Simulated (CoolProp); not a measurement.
Aqueous potassium acetate as a coolant, 10 % by mass, freezing at -4.5 °C, 1 atm.

The numbers come from the Melinder's fits for secondary coolants in CoolProp.

```json
[
 {"T (°C)": "1.3", "cp (kJ/(kg K))": "3.803", "Prandtl number": "15.4", "conductivity (W/(m K))": "0.536", "viscosity (mPa s)": "2.17"},
 {"T (°C)": "7.2", "cp (kJ/(kg K))": "3.808", "Prandtl number": "12.6", "conductivity (W/(m K))": "0.545", "viscosity (mPa s)": "1.80"},
 {"T (°C)": "13", "cp (kJ/(kg K))": "3.813", "Prandtl number": "10.5", "conductivity (W/(m K))": "0.554", "viscosity (mPa s)": "1.53"},
 {"T (°C)": "18.8", "cp (kJ/(kg K))": "3.819", "Prandtl number": "8.93", "conductivity (W/(m K))": "0.563", "viscosity (mPa s)": "1.32"},
 {"T (°C)": "24.6", "cp (kJ/(kg K))": "3.824", "Prandtl number": "7.69", "conductivity (W/(m K))": "0.572", "viscosity (mPa s)": "1.15"},
 {"T (°C)": "30.4", "cp (kJ/(kg K))": "3.830", "Prandtl number": "6.70", "conductivity (W/(m K))": "0.580", "viscosity (mPa s)": "1.02"},
 {"T (°C)": "36.2", "cp (kJ/(kg K))": "3.834", "Prandtl number": "5.89", "conductivity (W/(m K))": "0.589", "viscosity (mPa s)": "0.904"}
]
```
